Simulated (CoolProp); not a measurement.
Vapour-liquid equilibrium of carbon dioxide (1) + CH2F2 (R32) (2) at 230.7 K; x and y are mole fractions of (1).

Values from CoolProp's multi-fluid Helmholtz-energy mixture model, Span 1996 and Tillner-Roth 1997; pair parameters Bell 2016.

```
x      bubble pressure, mixture model (bar)  bubble pressure, Raoult's law (bar)  y, mixture model  y, Raoult's law
-----  ------------------------------------  -----------------------------------  ----------------  ---------------
0.05                                      ?                                1.965             0.228            0.233
0.125                                 2.568                                2.533             0.443            0.452
0.2                                   3.157                                3.102             0.579            0.591
0.275                                 3.741                                3.671             0.672            0.687
0.35                                  4.319                                4.240             0.740            0.757
0.425                                 4.888                                4.808                 ?            0.810
0.5                                   5.449                                5.377                 ?            0.853
0.575                                 6.003                                5.946             0.869            0.887
0.65                                      ?                                6.515                 ?            0.915
0.725                                 7.100                                7.083             0.923            0.938
0.8                                   7.649                                7.652             0.946            0.959
0.875                                 8.207                                8.221             0.967            0.976
0.95                                  8.778                                8.790             0.987            0.991
```

Q: Complete the blanks.

A: 
- 0.05, bubble pressure, mixture model (bar): 1.977
- 0.425, y, mixture model: 0.793
- 0.5, y, mixture model: 0.834
- 0.65, bubble pressure, mixture model (bar): 6.552
- 0.65, y, mixture model: 0.898

The largest gap from Raoult's law is +1.9 % in bubble pressure, at x = 0.275. No azeotrope shows between x = 0.05 and 0.95.

Pair parameters are fitted to limited data, so mixtures are less certain than the pure fluids.
